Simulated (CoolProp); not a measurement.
Computed with CoolProp (reference Helmholtz-energy equation of state, Lemmon 2006). It is a short technical equation, of lower accuracy than the large ones.

Problem. Give the vapour pressure (kPa), liquid density (kg/m³), enthalpy of vaporisation (kJ/kg), vapour Z of saturated hydrogen sulfide at 249.7, 259.1, 261.5 K.

Solution. 
```json
[
 {"T (K)": "249.7", "p (kPa)": "484", "liquid density (kg/m³)": "881", "enthalpy of vaporisation (kJ/kg)": "499", "vapour Z": "0.932"},
 {"T (K)": "259.1", "p (kPa)": "668", "liquid density (kg/m³)": "862", "enthalpy of vaporisation (kJ/kg)": "485", "vapour Z": "0.915"},
 {"T (K)": "261.5", "p (kPa)": "722", "liquid density (kg/m³)": "858", "enthalpy of vaporisation (kJ/kg)": "482", "vapour Z": "0.910"}
]
```
